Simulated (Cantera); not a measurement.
Dilute partial oxidation

A perfectly stirred reactor is fed with C₂H₄ : O₂ : N₂ : H₂O = 0.0053 : 0.0027 : 1 : 0.01 (molar parts), equivalence ratio 5.9, at 10.0 bar; it is held at 1475 K, and followed from long to short residence time.

Cantera simulation using GRI-Mech 3.0 (53 species, 325 reactions); the numbers are that mechanism's predictions, not measurements. GRI-Mech 3.0 was tuned for natural gas; its chemistry of ethylene as a main component is partial and can be far from experiment.

```csv
τ (s),x C₂H₄,x O₂,x CO₂,x NO,x CH₂CO
4.7,7.26e-5,1.69e-5,0.00139,2.06e-9,1.10e-6
1.6,8.88e-5,3.85e-5,0.00122,4.07e-9,2.39e-6
0.53,0.000124,7.51e-5,0.000996,6.60e-9,5.16e-6
0.18,0.000184,0.000129,0.000781,9.57e-9,1.02e-5
0.060,0.000288,0.000209,0.000581,1.36e-8,1.84e-5
0.020,0.000461,0.000327,0.000415,1.97e-8,3.00e-5
0.0068,0.000734,0.000490,0.000290,2.92e-8,4.51e-5
0.0023,0.00116,0.000715,0.000200,4.30e-8,6.54e-5
0.00076,0.00178,0.00102,0.000132,5.85e-8,9.39e-5
0.00026,0.00254,0.00139,8.17e-5,6.57e-8,0.000127
```
x: mole fraction; the columns are a selection and need not sum to one.
